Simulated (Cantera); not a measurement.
Charge: 1 mol Cu, 0.2 mol H2O, 34 mol H2, held at 5.00 mbar.

Cantera equilibrium calculation (NASA polynomials, part measured and part estimated; ideal gas, pure solids and liquids). Candidate condensed phases: Cu, CuO, Cu(OH)2, Cu2O, H2O; 12 gas species. Kinetics and transport are ignored.

Question: At 1323 K, list the 4 most abundant gas species with their mole fractions, and the condensed phases.

Answer: H2 0.994, H2O 0.00585, Cu 5.37e-5, H 2.24e-5. Condensed: Cu(s).
